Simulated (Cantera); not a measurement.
A closed system holds: 1 mol C2H2, 2.3 mol NH3, 0.18 mol N2, at 70500 Torr.

Cantera equilibrium calculation (NASA polynomials, part measured and part estimated; ideal gas, pure solids and liquids). Candidate condensed phases: C, C6H6, C7H8, C8H18; 92 gas species. The ideal-gas law is rough above about 30 bar. The numbers say what is thermodynamically allowed, not how fast it happens.

Task: What share of the C ends up in condensed phases as a function of T (K), at 573, 773, 973, 1173, 1373, 1573, 1773, 1973, 2173, 2373, 2573, 2773, 2973?

Result: 
```json
[
 {"T (K)": "573", "C condensed (%)": "0.0", "as": "-"},
 {"T (K)": "773", "C condensed (%)": "0.0", "as": "-"},
 {"T (K)": "973", "C condensed (%)": "8.5", "as": "C(graphite)"},
 {"T (K)": "1173", "C condensed (%)": "34.0", "as": "C(graphite)"},
 {"T (K)": "1373", "C condensed (%)": "60.8", "as": "C(graphite)"},
 {"T (K)": "1573", "C condensed (%)": "78.8", "as": "C(graphite)"},
 {"T (K)": "1773", "C condensed (%)": "87.8", "as": "C(graphite)"},
 {"T (K)": "1973", "C condensed (%)": "91.3", "as": "C(graphite)"},
 {"T (K)": "2173", "C condensed (%)": "91.2", "as": "C(graphite)"},
 {"T (K)": "2373", "C condensed (%)": "87.8", "as": "C(graphite)"},
 {"T (K)": "2573", "C condensed (%)": "80.6", "as": "C(graphite)"},
 {"T (K)": "2773", "C condensed (%)": "68.7", "as": "C(graphite)"},
 {"T (K)": "2973", "C condensed (%)": "51.0", "as": "C(graphite)"}
]
```
